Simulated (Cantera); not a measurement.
A freely propagating, adiabatic, planar premixed flame of H2 : O2 : N2 : H2O = 1 : 0.676 : 2.91 : 0.31 (molar parts), equivalence ratio 0.74, unburnt at 600 K and 4.93 atm; mixture-averaged transport, grid criteria slope 0.08 and curve 0.16, no radiation.

Cantera simulation using the H2/O2 subset of GRI-Mech 3.0, which has no nitrogen chemistry; the numbers are that mechanism's predictions, not measurements. The hydrogen kinetics of GRI-Mech 3.0 are dated; newer H2 mechanisms differ, most at raised pressure. Burning velocities carry a grid error of a few per cent, more on coarse grids.

```csv
quantity,before,after
laminar burning velocity,211 cm/s,69.7 cm/s
thermal thickness,0.0679 mm,0.0875 mm
peak x(HO2),0.000826,0.000685
peak x(O),0.00309,0.00151
peak x(H),0.00521,0.00220
```

Problem. Which change was made?
(A) H2 1 to 0.79 parts
(B) inlet temperature 600 to 425 K
(C) inlet temperature 600 to 500 K
(D) O2 0.676 to 0.85 parts

Solution. B, inlet temperature 600 to 425 K
